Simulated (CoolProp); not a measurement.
A simple Rankine cycle with water: condensing at 327.15 K, boiler at 6.18 MPa, turbine inlet 565.6 K, turbine efficiency 0.7, pump efficiency 0.6, no recuperator. Each further row changes one setting.

Computed with CoolProp (reference Helmholtz-energy equation of state, Wagner 2002).

```json
[
 {"case": "as stated", "thermal efficiency (%)": "(withheld)", "net work (kJ/kg)": "626", "heat in (kJ/kg)": "2610", "turbine exit temperature (K)": "327.1", "volume ratio over the turbine": "248"},
 {"case": "turbine inlet 585.6 K", "thermal efficiency (%)": "24.1", "net work (kJ/kg)": "648", "heat in (kJ/kg)": "2690", "turbine exit temperature (K)": "327.1", "volume ratio over the turbine": "236"},
 {"case": "condensing temperature 319.15 K", "thermal efficiency (%)": "24.8", "net work (kJ/kg)": "655", "heat in (kJ/kg)": "(withheld)", "turbine exit temperature (K)": "319.1", "volume ratio over the turbine": "358"},
 {"case": "boiler pressure 4.33 MPa", "thermal efficiency (%)": "23.0", "net work (kJ/kg)": "621", "heat in (kJ/kg)": "2690", "turbine exit temperature (K)": "327.1", "volume ratio over the turbine": "(withheld)"},
 {"case": "turbine efficiency 0.6", "thermal efficiency (%)": "20.5", "net work (kJ/kg)": "(withheld)", "heat in (kJ/kg)": "2610", "turbine exit temperature (K)": "327.1", "volume ratio over the turbine": "259"}
]
```

Problem. What belongs in the gaps?

Solution. 
- as stated, thermal efficiency (%): 23.9
- condensing temperature 319.15 K, heat in (kJ/kg): 2650
- boiler pressure 4.33 MPa, volume ratio over the turbine: 166
- turbine efficiency 0.6, net work (kJ/kg): 535

The expansion ends wet for: as stated; turbine inlet 585.6 K; condensing temperature 319.15 K; boiler pressure 4.33 MPa; turbine efficiency 0.6.
